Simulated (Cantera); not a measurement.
A freely propagating, adiabatic, planar premixed flame of CH4 : H2 : O2 : N2 = 1 : 0.085 : 2.04 : 5.92 (molar parts), equivalence ratio 1.0, unburnt at 550 K and 82.5 Torr; mixture-averaged transport, grid criteria slope 0.08 and curve 0.16, no radiation.

Model: GRI-Mech 3.0 (53 species, 325 reactions), integrated in Cantera. Burning velocities carry a grid error of a few per cent, more on coarse grids.

Q: What does this change do: inlet temperature 550 to 323 K?

A: 
```
quantity                    before     after
------------------------  --------  --------
laminar burning velocity  223 cm/s  102 cm/s
thermal thickness          1.90 mm   2.12 mm
peak x(O)                   0.0102   0.00862
peak x(H)                   0.0215    0.0195
```
